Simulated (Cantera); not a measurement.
An isothermal, constant-pressure homogeneous reactor starts with 14.1 % NH3, 85.9 % N2, at 2323 K and 0.148 atm.

Cantera simulation using the gas-phase N/H chemistry of the illustrative SiF4/NH3 mechanism in the Surface Chemkin manual (1991); the numbers are that mechanism's predictions, not measurements. Walls and surfaces, which speed up NH3 decomposition in real reactors, are not modelled.

x: mole fraction; the columns are a selection and need not sum to one.

| t (s) | x NH3 | x N2 | x N2H2 | x N | x NH | x N2H4 | x H |
|---|---|---|---|---|---|---|---|
| 4.00e-5 | 0.140 | 0.859 | 4.85e-8 | 6.31e-9 | 1.38e-6 | 9.39e-10 | 5.58e-6 |
| 0.000144 | 0.139 | 0.859 | ___ | ___ | ___ | ___ | ___ |
| 0.000517 | 0.135 | 0.857 | 3.38e-6 | 9.08e-7 | 3.82e-5 | 3.18e-8 | 3.95e-5 |
| 0.00186 | 0.121 | 0.853 | 2.90e-6 | 3.36e-6 | 5.12e-5 | 1.87e-8 | 0.000113 |
| 0.00667 | 0.0819 | 0.840 | 1.74e-6 | 6.80e-6 | 5.55e-5 | 7.46e-9 | 0.000304 |
| 0.0240 | 0.0221 | 0.821 | 3.87e-7 | 8.16e-6 | 3.77e-5 | 1.02e-9 | 0.000826 |
| 0.0862 | 0.000163 | 0.813 | 1.44e-9 | 5.18e-6 | 5.36e-6 | <1e-12 | 0.00403 |
| 0.310 | 4.29e-7 | 0.810 | <1e-12 | 3.45e-7 | 1.22e-7 | <1e-12 | 0.0115 |
| 1.11 | 1.33e-7 | 0.810 | <1e-12 | 1.19e-7 | 4.05e-8 | <1e-12 | 0.0119 |
| 4.00 | 1.29e-7 | 0.810 | <1e-12 | 1.16e-7 | 3.94e-8 | <1e-12 | 0.0119 |

Question: Fill in the missing entries.

Answer: 
- 0.000144, x N2H2: 8.52e-7
- 0.000144, x N: 1.27e-7
- 0.000144, x NH: 1.37e-5
- 0.000144, x N2H4: 1.06e-8
- 0.000144, x H: 9.59e-6
